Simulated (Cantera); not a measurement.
Input: 1 mol CH₃SiCl₃, 1.3 mol HCl, 54 mol H₂, equilibrated at 3.30 mbar.

Cantera equilibrium calculation (NASA polynomials, part measured and part estimated; ideal gas, pure solids and liquids). Candidate condensed phases: C, C₆H₆, C₇H₈, C₈H₁₈, Si, SiC; 109 gas species. The feed counts by its element totals alone. The tables' values for SiCl are old estimates; treat these amounts as uncertain. Gases not in the tables: Si₂H₆ and higher silanes. Rates play no part.

x: gas mole fraction; n: condensed amount in mol.

```tsv
T (K)	x H₂	x H	x HCl	x Cl	x Si	n C(graphite)	n SiC(s)
1875	0.916	0.0109	0.0716	0.000646	9.19e-5	0.00361	0.962
1975	0.904	0.0226	0.0701	0.00131	0.000489	0.00409	0.924
2075	0.882	___	0.0676	___	___	___	___
2175	0.841	0.0779	0.0633	0.00428	0.00869	0.387	0.259
2275	0.784	0.131	0.0592	0.00713	0.0123	0.393	0
2375	0.710	0.207	0.0530	0.0110	0.0120	0.103	0
2475	___	___	___	___	0.0115	0	0
2575	0.500	0.426	0.0351	0.0210	0.0109	0	0
```

### Question
What belongs in the gaps?

### Answer

- 2075, x H: 0.0435
- 2075, x Cl: 0.00246
- 2075, x Si: 0.00221
- 2075, n C(graphite): 0.0634
- 2075, n SiC(s): 0.785
- 2475, x H₂: 0.614
- 2475, x H: 0.307
- 2475, x HCl: 0.0447
- 2475, x Cl: 0.0158
